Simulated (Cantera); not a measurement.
An adiabatic, constant-pressure homogeneous reactor starts with CO : H2 : CH4 : O2 : N2 : H2O = 1 : 0.19 : 0.044 : 0.31 : 1.17 : 0.34 (molar parts), at 1600 K and 100000 Pa.

Detailed kinetics in Cantera: GRI-Mech 3.0 (53 species, 325 reactions).

Question: Predict: time of steepest temperature rise; temperature at 4.00 s; equilibrium temperature; x(CO) at 4.00 s; x(H2) at 4.00 s; x(O2) at 4.00 s; x(HO2) at 4.00 s.

Answer: 
```
Item                                                                 Value
---------------------------------  ---------------------------------------
time of steepest temperature rise                                  27.9 µs
temperature at 4.00 s                                               2686 K
equilibrium temperature                                             2686 K
x(CO) at 4.00 s                        0.228 (gas-phase equilibrium 0.228)
x(H2) at 4.00 s                      0.0412 (gas-phase equilibrium 0.0412)
x(O2) at 4.00 s                    0.00296 (gas-phase equilibrium 0.00296)
x(HO2) at 4.00 s                   1.17e-6 (gas-phase equilibrium 1.17e-6)
```
